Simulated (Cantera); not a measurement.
A closed system holds: 1 mol borazine, a varied amount of O₂, 0.11 mol H₂, at 2225 K and 1.35 Torr.

Method: chemical equilibrium by Gibbs-energy minimisation in Cantera with the NASA 1993 tables (ideal gas, pure condensed phases). Candidate condensed phases: B, BN, B₂O₃, B₃O₃H₃, H₂O; 39 gas species. The feed counts by its element totals alone. Rates play no part.

Question: What share of the B ends up in condensed phases as a function of n(O₂) (mol), at 0.6, 1.2, 1.8, 2.3, 2.9, 3.5, 4.1?

Answer: 
| n(O₂) (mol) | B condensed (%) | as |
|---|---|---|
| 0.6 | 58.8 | B(s) |
| 1.2 | 18.2 | B(s) |
| 1.8 | 0.0 | - |
| 2.3 | 0.0 | - |
| 2.9 | 0.0 | - |
| 3.5 | 0.0 | - |
| 4.1 | 0.0 | - |
